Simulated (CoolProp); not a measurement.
CH2F2 (R32) at 293.15 K and 3.25 MPa flows at 0.41 m/s in a round tube of 10 mm bore and 45 µm roughness, fully developed (64/Re and Nu = 3.66 if laminar; Colebrook and Gnielinski if turbulent). Each further row changes one setting.

Model: reference Helmholtz-energy equation of state, Tillner-Roth 1997, in CoolProp.

| case | Reynolds number | Darcy friction factor | pressure drop (Pa/m) | heat-transfer coefficient (W/(m² K)) | mass flow (kg/h) |
|---|---|---|---|---|---|
| as stated | 33100 | 0.0322 | 268 | 2240 | 115 |
| velocity 0.82 m/s | 66200 | 0.0309 | 1030 | 4390 | 230 |
| diameter 20 mm | 66200 | 0.0264 | 110 | 1910 | 460 |

Viscosity comes from a separate model (Bell 2016), an estimate that may be off by 10 % or more. Thermal conductivity comes from a separate model (Huber 2003), an estimate that may be off by 10 % or more.
